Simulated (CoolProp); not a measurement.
R507A at 467.55 K and 0.195 MPa flows at 0.35 m/s in a round tube of 2 mm bore and 0.25 µm roughness, fully developed (64/Re and Nu = 3.66 if laminar; Colebrook and Gnielinski if turbulent). Each further row changes one setting.

Model: reference Helmholtz-energy equation of state, Lemmon 2003, in CoolProp. It is a pseudo-pure fit of the blend.

```
case              Reynolds number  Darcy friction factor  pressure drop (Pa/m)  heat-transfer coefficient (W/(m² K))  mass flow (kg/h)
----------------  ---------------  ---------------------  --------------------  ------------------------------------  ----------------
as stated                     187             (withheld)                  52.4                                  47.6            0.0198
velocity 0.7 m/s              373                  0.171                   105                                  47.6        (withheld)
diameter 4 mm                 373                  0.171            (withheld)                            (withheld)            0.0790
```

Question: What belongs in the gaps?

Answer: 
- as stated, Darcy friction factor: 0.343
- velocity 0.7 m/s, mass flow (kg/h): 0.0395
- diameter 4 mm, pressure drop (Pa/m): 13.1
- diameter 4 mm, heat-transfer coefficient (W/(m² K)): 23.8

Viscosity comes from a separate model (Geller 2000). Thermal conductivity comes from a separate model (Geller 2001).
